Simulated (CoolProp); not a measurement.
Properties of sulfur hexafluoride along the isotherm 257.6 K.

Values from CoolProp's reference Helmholtz-energy equation of state, Guder 2009.

| p (MPa) | phase | speed of sound (m/s) | isothermal compressibility (1/MPa) | expansivity (1/kK) | viscosity (µPa s) | conductivity (mW/(m K)) | fugacity coefficient |
|---|---|---|---|---|---|---|---|
| 3.41 | liquid | 421.7 | 0.005250 | 3.417 | 257 | 68.9 | 0.2224 |
| 6.83 | liquid | 453.0 | 0.004372 | 3.042 | 276 | 71.5 | 0.1273 |
| 10.2 | liquid | 479.9 | 0.003776 | 2.775 | 294 | 73.7 | 0.09742 |
| 13.7 | liquid | 504.9 | 0.003321 | 2.563 | 312 | 75.9 | ___ |
| 17.1 | liquid | 527.0 | 0.002982 | 2.399 | 329 | 78.0 | 0.07595 |
| 20.5 | liquid | 547.3 | 0.002711 | 2.263 | 346 | 79.9 | ___ |
| 23.9 | liquid | 566.2 | 0.002489 | ___ | ___ | 81.7 | 0.07036 |
| 27.3 | liquid | 583.9 | 0.002303 | 2.051 | 379 | 83.4 | 0.06998 |
| 30.7 | liquid | ___ | ___ | 1.966 | 396 | 85.1 | 0.07062 |
| 34.1 | liquid | 616.4 | 0.002010 | 1.891 | 412 | 86.7 | ___ |
| 37.5 | liquid | 631.5 | 0.001892 | 1.824 | 429 | 88.3 | 0.07427 |

Problem. Fill in the missing entries.

Solution. 
- 13.7, fugacity coefficient: 0.08314
- 20.5, fugacity coefficient: 0.07213
- 23.9, expansivity (1/kK): 2.149
- 23.9, viscosity (µPa s): 362
- 30.7, speed of sound (m/s): 600.6
- 30.7, isothermal compressibility (1/MPa): 0.002146
- 34.1, fugacity coefficient: 0.07209

Viscosity comes from a separate model (Quiñones-Cisneros 2012). Thermal conductivity comes from a separate model (Assael 2012).
